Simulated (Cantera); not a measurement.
# Equilibrium for nitride etching: AlN + Cl₂ + N₂

Input: 1 mol AlN, a varied amount of Cl₂, 2.5 mol N₂, held at 1075 K and 0.133 bar.

Cantera equilibrium calculation (NASA polynomials, part measured and part estimated; ideal gas, pure solids and liquids). Candidate condensed phases: Al, AlCl₃, AlN; 11 gas species. The numbers say what is thermodynamically allowed, not how fast it happens.

```tsv
n(Cl₂) (mol)	x Cl₂	x N₂	x AlCl₃	x Cl
1.6	0.0242	0.732	0.243	0.000470
2	0.111	0.666	0.222	0.00101
2.7	0.230	0.577	0.192	0.00145
3.4	0.321	0.508	0.169	0.00171
4.5	0.427	0.428	0.143	0.00198
5.8	0.516	0.361	0.120	0.00217
7.6	0.602	0.297	0.0988	0.00235
9.8	0.673	0.244	0.0811	0.00248
13	0.740	0.193	0.0644	0.00260
```
x: gas mole fraction; nothing condenses.

From 1.6 mol Cl₂ to 13 mol Cl₂ nothing is condensed. The main Al-bearing gas is AlCl₃ throughout.
